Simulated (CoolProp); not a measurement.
Model: reference Helmholtz-energy equation of state, Gao 2020, in CoolProp.

Q: Give the vapour pressure (kPa), liquid density (kg/m³), vapour Z, vapour viscosity (µPa s) of saturated ammonia at 335.9 K.

A: 
```json
[
 {"T (K)": "335.9", "p (kPa)": "2790", "liquid density (kg/m³)": "540", "vapour Z": "0.775", "vapour viscosity (µPa s)": "11.2"}
]
```

Viscosity comes from a separate model (Fenghour 1995).
